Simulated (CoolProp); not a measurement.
Chloromethane (R40) along the isotherm 500 K: fugacity coefficient from the reference equation and from simpler models built on Tc = 418.6 K, pc = 6929 kPa, ω = 0.150; each cubic takes its own stable root.

Values from CoolProp's reference Helmholtz-energy equation of state, Thol 2014.

| p (kPa) | phase | reference |
|---|---|---|
| 110 | gas | 0.9968 |
| 195 | gas | 0.9943 |
| 346 | gas | 0.9900 |
| 616 | gas | 0.9822 |
| 1100 | gas | 0.9683 |
| 1950 | gas | 0.9443 |
| 3460 | gas | 0.9026 |
| 6160 | gas | 0.8310 |
| 11000 | supercritical | 0.7130 |
| 19500 | supercritical | 0.5568 |
| 34600 | supercritical | 0.4405 |

Task: How far does each simpler model (van der Waals, Redlich-Kwong, Peng-Robinson) lie from the reference over these 11 states: mean and median of the absolute difference, and the worst?

Result: 
- van der Waals: mean 0.8 %, median 0.2 %, worst +5.0 % at 500 K and 34600 kPa
- Redlich-Kwong: mean 0.3 %, median 0.0 %, worst +2.7 % at 500 K and 34600 kPa
- Peng-Robinson: mean 0.6 %, median 0.3 %, worst -1.7 % at 500 K and 11000 kPa
